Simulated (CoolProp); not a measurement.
Vapour-liquid equilibrium of acetone (1) + dimethyl carbonate (2) at 164.85 °C; x and y are mole fractions of (1).

The numbers come from the multi-fluid Helmholtz-energy mixture model, Lemmon 2006 and Zhou 2011; pair parameters Bell 2016 in CoolProp.

```csv
x,bubble pressure (MPa),y at the bubble point,dew pressure at overall composition x (MPa),liquid density (mol/L)
0.05,0.7324,0.099,0.7102,9.563
0.2,0.8560,0.329,0.7829,9.676
0.35,0.9733,0.502,0.8692,9.791
0.5,1.090,0.644,0.9719,9.904
0.65,1.210,0.766,1.095,10.01
0.8,1.335,0.874,1.246,10.11
0.95,1.468,0.970,1.438,10.19
```

No azeotrope shows between x = 0.05 and 0.95.

The pair parameters rest on a limited set of measurements; away from them the model extrapolates.
